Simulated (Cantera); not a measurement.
A perfectly stirred reactor is fed with NH3 : N2 = 1 : 18 (molar parts), at 100000 Pa; it is held at 2275 K, and followed from long to short residence time.

Model: the gas-phase N/H chemistry of the illustrative SiF4/NH3 mechanism in the Surface Chemkin manual (1991), integrated in Cantera. Walls and surfaces, which speed up NH3 decomposition in real reactors, are not modelled.

```csv
quantity,before,after
x(NH3) at τ = 4.70 s,2.86e-5,3.16e-6
x(N2H4) at τ = 4.70 s,<1e-12,<1e-12
x(N) at τ = 4.70 s,2.70e-6,2.64e-6
x(H) at τ = 4.70 s,0.00222,0.00104
x(NH) at τ = 4.70 s,1.83e-6,8.57e-7
x(NH3) at τ = 96.0 ms,0.00152,0.000336
x(N2H4) at τ = 96.0 ms,1.51e-10,1.80e-11
x(N) at τ = 96.0 ms,5.04e-6,4.08e-6
x(H) at τ = 96.0 ms,0.000731,0.000262
x(NH) at τ = 96.0 ms,1.04e-5,5.42e-6
```

Name the change that produced these shifts.
(A) pressure from 100000 Pa to 1900 Pa
(B) NH3 1 to 0.21 parts
(C) temperature 2275 to 1900 K
(D) temperature 2275 to 1300 K

B, NH3 1 to 0.21 parts
